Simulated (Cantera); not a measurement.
# Adiabatic ignition

An adiabatic, constant-volume homogeneous reactor starts with CH4 : C2H6 : O2 : N2 = 1 : 0.18 : 1.1 : 4.12 (molar parts), equivalence ratio 2.4, at 1248 K and 5.00 bar.

Model: GRI-Mech 3.0 (53 species, 325 reactions), integrated in Cantera.

```csv
t (s),T (K),P (bar),x CH4,x C2H6,x O2,x C2H4,x CH2CO,x H,x H2O
3.00e-6,1248,5.00,0.156,0.0281,0.172,3.96e-8,<1e-12,4.74e-10,1.23e-8
9.49e-6,1248,5.00,0.156,0.0281,0.172,4.70e-7,<1e-12,1.57e-9,1.29e-7
3.00e-5,1248,5.00,0.156,0.0281,0.172,4.65e-6,6.96e-11,6.40e-9,1.69e-6
9.49e-5,1248,5.00,0.156,0.0281,0.172,5.16e-5,7.51e-9,4.61e-8,3.94e-5
0.000300,1254,5.03,0.155,0.0270,0.170,0.00117,3.43e-6,5.56e-7,0.00152
0.000949,2428,12.2,0.000284,8.12e-9,2.53e-7,9.56e-7,1.01e-6,0.00242,0.0943
0.00300,2426,12.2,1.27e-8,<1e-12,2.49e-7,<1e-12,1.67e-11,0.00245,0.0932
0.00949,2427,12.2,1.20e-8,<1e-12,2.50e-7,<1e-12,1.57e-11,0.00245,0.0933
0.0300,2427,12.2,1.20e-8,<1e-12,2.50e-7,<1e-12,1.56e-11,0.00245,0.0933
0.0949,2427,12.2,1.20e-8,<1e-12,2.50e-7,<1e-12,1.56e-11,0.00245,0.0933
0.300,2427,12.2,1.20e-8,<1e-12,2.50e-7,<1e-12,1.56e-11,0.00245,0.0933
```
x: mole fraction; the columns are a selection and need not sum to one.

The time of steepest temperature rise comes out as 0.630 ms and the temperature at 0.300 s is 2427 K. The equilibrium temperature is 2427 K and the x(CH4) at 0.300 s comes out as 1.20e-8 (gas-phase equilibrium 1.35e-8). The x(C2H6) at 0.300 s comes out as <1e-12 (gas-phase equilibrium <1e-12) and the x(O2) at 0.300 s is 2.50e-7 (gas-phase equilibrium 2.50e-7).
